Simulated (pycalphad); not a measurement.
Source of the numbers: pycalphad with the COST 507 light-alloy database (1999); pressure 1 atm. No gas phase is included, though pure Mg would boil below 1377 °C. These are 1990s assessments: newer ones move some temperatures and phases. Not assessed as a whole: an extrapolation from subsystems, which can miss ternary compounds. Kinetics are ignored, which matters at the lower temperatures.

Problem. How does the equilibrium phase assembly of Al-4.89Mg-10.65Fe-0.71Si (at.%) change on cooling from 1377 °C to 77 °C?

Solution. 
| T (°C) | phases above | phases below |
|---|---|---|
| 1051.0 | LIQUID | AL13FE4 + LIQUID |
| 611.8 | AL13FE4 + LIQUID | AL13FE4 + FCC_A1 + LIQUID |
| 587.4 | AL13FE4 + FCC_A1 + LIQUID | AL13FE4 + FCC_A1 + LIQUID + MG2SI |
| 557.7 | AL13FE4 + FCC_A1 + LIQUID + MG2SI | AL13FE4 + FCC_A1 + MG2SI |
| 277.3 | AL13FE4 + FCC_A1 + MG2SI | AL13FE4 + ALMG_BETA + FCC_A1 + MG2SI |
Changes were sought between steps of 50 K, so a narrower field can be missed.

Database names, with the compositions (at.%) that they take in these runs: AL13FE4: Al 76 Fe 24; MG2SI: Mg 67 Si 33; ALMG_BETA: Al 61 Mg 39. FCC_A1 is fcc.
